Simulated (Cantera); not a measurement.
## Equilibrium for aluminium and copper etching: Al + F2 + N2 + HF

A closed system holds: 1 mol Al, a varied amount of F2, 37 mol N2, 9 mol HF, at 1498 K and 8.70 mbar.

Equilibrium computed with Cantera from the NASA thermochemical tables; the gas is ideal and each condensed phase is pure. Candidate condensed phases: Al, AlF3, AlN; 29 gas species. The tables' values for AlF2 are old estimates; treat these amounts as uncertain. The numbers say what is thermodynamically allowed, not how fast it happens.

From 0.87 mol F2 to 4.5 mol F2 nothing is condensed. The main Al-bearing gas is AlF3 throughout.

```csv
n(F2) (mol),x N2,x HF,x F,x AlF3,x H2
0.87,0.798,0.167,7.15e-9,0.0215,0.0136
0.99,0.796,0.172,8.19e-9,0.0215,0.0109
1.1,0.794,0.176,9.49e-9,0.0214,0.00856
1.3,0.791,0.184,1.40e-8,0.0213,0.00426
1.5,0.787,0.191,1.33e-6,0.0213,5.12e-7
1.7,0.781,0.190,0.00844,0.0211,<1e-12
2,0.771,0.188,0.0208,0.0208,<1e-12
2.3,0.761,0.185,0.0329,0.0206,<1e-12
2.6,0.752,0.183,0.0447,0.0203,<1e-12
3,0.740,0.180,0.0600,0.0200,<1e-12
3.4,0.728,0.177,0.0748,0.0197,<1e-12
3.9,0.714,0.174,0.0926,0.0193,<1e-12
4.5,0.698,0.170,0.113,0.0189,<1e-12
```
x: gas mole fraction; nothing condenses.
